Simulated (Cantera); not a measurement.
# Thermodynamics of carbothermic reduction, feed Cu2O + CH4 + N2

A closed system holds: 1 mol Cu2O, 0.92 mol CH4, 0.16 mol N2, held at 1675 K.

These are equilibrium values from Cantera (NASA tables, ideal gas, pure condensed phases), not measurements of a reactor. Candidate condensed phases: C, C6H6, C7H8, C8H18, Cu, CuO, Cu(OH)2, Cu2O, H2O; 139 gas species. The numbers say what is thermodynamically allowed, not how fast it happens.

At 10.0 Pa nothing is condensed. From 68.0 Pa to 10.0 bar the condensed part is Cu(l). The main Cu-bearing gas is Cu throughout.

```json
[
 {"P (Pa)": "10", "log p H2": "-4.45", "log p Cu": "-4.39", "log p CO": "-4.73", "log p N2": "-5.49", "log p H2O": "-5.85", "n Cu(l)": "0"},
 {"P (Pa)": "68", "log p H2": "-3.47", "log p Cu": "-3.94", "log p CO": "-3.75", "log p N2": "-4.51", "log p H2O": "-4.87", "n Cu(l)": "1.41"},
 {"P (Pa)": "460", "log p H2": "-2.57", "log p Cu": "-3.94", "log p CO": "-2.86", "log p N2": "-3.61", "log p H2O": "-3.97", "n Cu(l)": "1.93"},
 {"P (Pa)": "3200", "log p H2": "-1.71", "log p Cu": "-3.94", "log p CO": "-2.00", "log p N2": "-2.76", "log p H2O": "-3.12", "n Cu(l)": "1.99"},
 {"P (Pa)": "22000", "log p H2": "-0.88", "log p Cu": "-3.94", "log p CO": "-1.16", "log p N2": "-1.92", "log p H2O": "-2.28", "n Cu(l)": "2.00"},
 {"P (Pa)": "150000", "log p H2": "-0.04", "log p Cu": "-3.94", "log p CO": "-0.33", "log p N2": "-1.09", "log p H2O": "-1.45", "n Cu(l)": "2.00"},
 {"P (Pa)": "1000000", "log p H2": "0.78", "log p Cu": "-3.94", "log p CO": "0.49", "log p N2": "-0.26", "log p H2O": "-0.62", "n Cu(l)": "2.00"}
]
```
log p: log10 of the partial pressure in bar; n: condensed amount in mol.
